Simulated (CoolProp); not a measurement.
n-nonane along the isobar 1.62 MPa: Z from the reference equation and from simpler models built on Tc = 594.5 K, pc = 2.282 MPa, ω = 0.443; each cubic takes its own stable root.

The numbers come from the reference Helmholtz-energy equation of state, Lemmon 2006 in CoolProp. It is a short technical equation, of lower accuracy than the large ones.

```tsv
T (K)	phase	reference	van der Waals	Redlich-Kwong	Soave-Redlich-Kwong	Peng-Robinson
530	liquid	0.09522	0.1736	0.1269	0.1168	0.1032
537.8	liquid	0.09619	0.1767	0.1297	0.1192	0.1053
545.6	liquid	0.09752	0.1813	0.1333	0.1223	0.1081
553.3	liquid	0.09930	0.6288	0.1383	0.1263	0.1118
561.1	liquid	0.1019	0.6535	0.5872	0.1321	0.1171
576.7	gas	0.5942	0.6926	0.6482	0.6310	0.6061
584.4	gas	0.6334	0.7085	0.6709	0.6626	0.6381
592.2	gas	0.6650	0.7230	0.6909	0.6893	0.6651
600	gas	0.6914	0.7362	0.7087	0.7122	0.6884
```

At some of these states van der Waals, Redlich-Kwong gives the other phase, because its saturation line lies elsewhere.
